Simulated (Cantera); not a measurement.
Feed: 1 mol PbO, 0.23 mol H2, held at 425 °C and 0.100 bar.

Equilibrium computed with Cantera from the NASA thermochemical tables; the gas is ideal and each condensed phase is pure. Candidate condensed phases: H2O, Pb, PbO, PbO2, Pb3O4; 12 gas species. Kinetics and transport are ignored.

Base state: H2O 1.000, H2 3.59e-5 (mole fractions); condensed: Pb(l) + PbO(red).

**Question.** What changes in the equilibrium state with this change: 0.003 mol NH3 added?

**Answer.** 
```tsv
species	before	after
H2O	1.000	0.994
N2	0	0.00636
H2	3.59e-5	3.57e-5
Pb(l), mol	0.230	0.234
PbO(red), mol	0.770	0.766
```
